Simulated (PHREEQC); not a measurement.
Hard or scaling water: an equilibrium model

A solution holds 0.0039 mol CaCl2, 0.00038 mol Na2HPO4 and 0.03 mol NaCl per kg of water, at 25 °C. Closed to the air; pH follows from the charge balance.

All values are PHREEQC results (ion-association model, phreeqc.dat), not measurements.

Precipitation was switched off in this run.

**Question.** Estimate the pH, specific conductance.

**Answer.** pH 7.91; specific conductance 4240 µS/cm.

**Question.** In which forms is Ca present?

**Answer.** Ca+2 97 %, CaHPO4 2.7 %, CaPO4- 0.6 % of the Ca.

The solution is supersaturated, for example in Hydroxyapatite, so a real one may precipitate; this is no full list. Complexes and solids missing from the database can't appear.
